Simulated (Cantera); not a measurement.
A closed system holds: 1 mol Fe, 0.95 mol HCl, 0.16 mol N2, equilibrated at 101000 Pa.

Method: chemical equilibrium by Gibbs-energy minimisation in Cantera with the NASA 1993 tables (ideal gas, pure condensed phases). Candidate condensed phases: Fe, FeCl2, FeCl3, NH4Cl; 18 gas species. Equilibrium is a limit: real reactors are often held back by kinetics, nucleation or transport. All values below are at 1623 K.

Base state: HCl 0.293, H2 0.282, FeCl2 0.279, N2 0.144, Fe2Cl4 0.00134, FeCl3 0.000116, H 3.65e-5, Cl 2.98e-5 (mole fractions); condensed: Fe(γ).

What changes in the equilibrium state with this change: HCl from 0.95 to 0.011 mol?


```
species       before    after
----------  --------  -------
N2             0.144    0.936
HCl            0.293   0.0221
H2             0.282   0.0211
FeCl2          0.279   0.0211
Fe2Cl4       0.00134  7.65e-6
FeCl3       0.000116  2.42e-6
H            3.65e-5  9.98e-6
Fe(γ), mol     0.687    0.996
```
